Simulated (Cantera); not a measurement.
A closed system holds: 1 mol SiH2Cl2, 0.96 mol N2, held at 8.50 Pa.

Cantera equilibrium calculation (NASA polynomials, part measured and part estimated; ideal gas, pure solids and liquids). Candidate condensed phases: NH4Cl, Si, Si3N4; 28 gas species. N2 is the only nitrogen source here; it is nearly inert below about 1500 K, so the nitride shown seldom forms there in practice. The tables' values for SiCl3 are old estimates; treat these amounts as uncertain. Equilibrium is a limit: real reactors are often held back by kinetics, nucleation or transport.

At 1223 K, list the 5 most abundant gas species with their mole fractions, and the condensed phases.

HCl 0.490, N2 0.208, H2 0.173, SiCl2 0.0741, SiCl4 0.0356. Condensed: Si3N4(s).
